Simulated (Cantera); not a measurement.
Feed: 1 mol N2O, 0.012 mol SO2, 1.9 mol O2, at 1725 K and 0.0133 bar.

Equilibrium computed with Cantera from the NASA thermochemical tables; the gas is ideal and each condensed phase is pure. Candidate condensed phases: S; 17 gas species. Equilibrium is a limit: real reactors are often held back by kinetics, nucleation or transport.

Base state: O2 0.701, N2 0.291, NO 0.00354, SO2 0.00351, O 0.000421 (mole fractions); condensed: gas only.

**Question.** What changes in the equilibrium state with this change: temperature from 1725 K to 3350 K?

**Answer.** 
```
species    before     after
-------  --------  --------
O        0.000421     0.738
N2          0.291     0.175
O2          0.701    0.0659
NO        0.00354    0.0184
S           <1e-9   0.00123
N           <1e-9  0.000381
SO        2.99e-7  0.000868
```

**Question.** What changes in the equilibrium state with this change: N2O replaced by NH3?

**Answer.** 
```json
[
 {"species": "H2O", "before": "0", "after": "0.472"},
 {"species": "O2", "before": "0.701", "after": "0.362"},
 {"species": "N2", "before": "0.291", "after": "0.157"},
 {"species": "OH", "before": "0", "after": "0.00315"},
 {"species": "H2", "before": "0", "after": "0.000177"},
 {"species": "H", "before": "0", "after": "2.14e-5"},
 {"species": "NO", "before": "0.00354", "after": "0.00187"}
]
```
Further candidate phases: H2O, H2SO4.

**Question.** What changes in the equilibrium state with this change: temperature from 1725 K to 3175 K?

**Answer.** 
```csv
species,before,after
O,0.000421,0.648
N2,0.291,0.186
O2,0.701,0.140
NO,0.00354,0.0232
S,<1e-9,0.000692
N,<1e-9,0.000151
SO,2.99e-7,0.00124
SO2,0.00351,0.000441
```
